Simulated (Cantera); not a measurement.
Feed: 1 mol BCl3, 23 mol NH3, a varied amount of H2O, at 0.00520 bar.

Cantera equilibrium calculation (NASA polynomials, part measured and part estimated; ideal gas, pure solids and liquids). Candidate condensed phases: B, BN, B2O3, B3O3H3, H2O, NH4Cl; 49 gas species. Mutual solubility and eutectic melting of coexisting phases are not modelled. The tables' values for BCl2 are old estimates. Gases not in the tables: H3BO3. Kinetics and transport are ignored.

### Question
What condenses at these points (T in K, n(H2O) in mol): (1248, 1.4); (1048, 0.48); (1248, 2.1); (1748, 0.8); (1748, 2.7); (1448, 1.1); (1348, 1.1)?

### Answer
| T (K) | n(H2O) in mol | condensed phases | B condensed (%) |
|---|---|---|---|
| 1248 | 1.4 | BN + B2O3 | 96.9 |
| 1048 | 0.48 | BN + B2O3 | 99.9 |
| 1248 | 2.1 | B2O3 | 88.3 |
| 1748 | 0.8 | BN | 22.4 |
| 1748 | 2.7 | gas only | 0.0 |
| 1448 | 1.1 | BN + B2O3 | 48.4 |
| 1348 | 1.1 | BN + B2O3 | 87.5 |
